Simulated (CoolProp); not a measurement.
Sulfur dioxide at several states: Z from the reference equation and from simpler models built on Tc = 157.5 °C, pc = 78.87 bar, ω = 0.256; each cubic takes its own stable root.

The numbers come from the reference Helmholtz-energy equation of state, Gao 2016 in CoolProp.

```tsv
T (°C)	p (bar)	phase	reference	van der Waals	Redlich-Kwong
129.95	6.66	gas	[?]	[?]	[?]
-10.85	0.81	gas	0.9777	0.9903	0.9861
33.35	1.93	gas	[?]	[?]	0.9781
176.05	7.06	gas	[?]	[?]	[?]
```

Task: Some entries are withheld; supply them.

Result: 
- 129.95, reference: 0.9620
- 129.95, van der Waals: 0.9698
- 129.95, Redlich-Kwong: 0.9644
- 33.35, reference: 0.9706
- 33.35, van der Waals: 0.9837
- 176.05, reference: 0.9727
- 176.05, van der Waals: 0.9755
- 176.05, Redlich-Kwong: 0.9726
